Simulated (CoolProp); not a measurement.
Vapour-liquid equilibrium of acetone (1) + n-nonane (2) at 441 kPa; x and y are mole fractions of (1).

The numbers come from the multi-fluid Helmholtz-energy mixture model, Lemmon 2006 and Lemmon 2006; pair parameters Bell 2016 in CoolProp.

```json
[
 {"x": "0.05", "bubble temperature, mixture model (K)": "465.9", "bubble temperature, Raoult's law (K)": "473.2", "y, mixture model": "?", "y, Raoult's law": "0.313"},
 {"x": "0.15", "bubble temperature, mixture model (K)": "432.3", "bubble temperature, Raoult's law (K)": "449.5", "y, mixture model": "0.716", "y, Raoult's law": "0.633"},
 {"x": "0.25", "bubble temperature, mixture model (K)": "?", "bubble temperature, Raoult's law (K)": "433.0", "y, mixture model": "?", "y, Raoult's law": "0.782"},
 {"x": "0.35", "bubble temperature, mixture model (K)": "?", "bubble temperature, Raoult's law (K)": "420.7", "y, mixture model": "?", "y, Raoult's law": "0.863"},
 {"x": "0.45", "bubble temperature, mixture model (K)": "398.8", "bubble temperature, Raoult's law (K)": "411.0", "y, mixture model": "0.905", "y, Raoult's law": "0.911"},
 {"x": "0.55", "bubble temperature, mixture model (K)": "394.6", "bubble temperature, Raoult's law (K)": "403.1", "y, mixture model": "?", "y, Raoult's law": "0.942"},
 {"x": "0.65", "bubble temperature, mixture model (K)": "391.3", "bubble temperature, Raoult's law (K)": "396.6", "y, mixture model": "0.937", "y, Raoult's law": "0.963"},
 {"x": "0.75", "bubble temperature, mixture model (K)": "?", "bubble temperature, Raoult's law (K)": "391.0", "y, mixture model": "0.951", "y, Raoult's law": "0.978"},
 {"x": "0.85", "bubble temperature, mixture model (K)": "?", "bubble temperature, Raoult's law (K)": "386.1", "y, mixture model": "0.968", "y, Raoult's law": "0.989"},
 {"x": "0.95", "bubble temperature, mixture model (K)": "381.6", "bubble temperature, Raoult's law (K)": "381.8", "y, mixture model": "0.988", "y, Raoult's law": "0.997"}
]
```

Question: Complete the blanks.

Answer: 
- 0.05, y, mixture model: 0.368
- 0.25, bubble temperature, mixture model (K): 414.4
- 0.25, y, mixture model: 0.831
- 0.35, bubble temperature, mixture model (K): 404.6
- 0.35, y, mixture model: 0.879
- 0.55, y, mixture model: 0.922
- 0.75, bubble temperature, mixture model (K): 388.1
- 0.85, bubble temperature, mixture model (K): 384.9

The largest gap from Raoult's law is -18.6 K in bubble temperature, at x = 0.25. No azeotrope shows between x = 0.05 and 0.95.

The pair parameters rest on a limited set of measurements; away from them the model extrapolates.
